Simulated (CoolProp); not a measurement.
c-C4F8 (RC318) at 432.44 K and 0.649 MPa is throttled through a valve to 0.0642 MPa with no heat exchange. Each further row changes one setting.

Values from CoolProp's reference Helmholtz-energy equation of state, Platzer 1990. This equation is an older, rougher fit.

```tsv
case	temperature change (K)	final density (kg/m³)
as stated	[?]	[?]
outlet pressure 0.0193 MPa	[?]	1.08
outlet pressure 0.0835 MPa	-3.3	4.71
```

**Question.** Complete the blanks.

**Answer.** 
- as stated, temperature change (K): -3.4
- as stated, final density (kg/m³): 3.62
- outlet pressure 0.0193 MPa, temperature change (K): -3.6
